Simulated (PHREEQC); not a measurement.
Make-up at 25 °C: 0.14 mol/kgw CuSO4 and 0.00052 mol/kgw NaCl. Closed to the air; pH follows from the charge balance.

Computed with PHREEQC (ion-association model, phreeqc.dat).

This is a speciation only: nothing precipitates in the calculation.

Question: What pH, density does the model give?

Answer: pH 4.48; density 1.019 g/cm³.

Question: In which forms is Cu present?

Answer: CuSO4 50 %, Cu+2 49 % of the Cu.
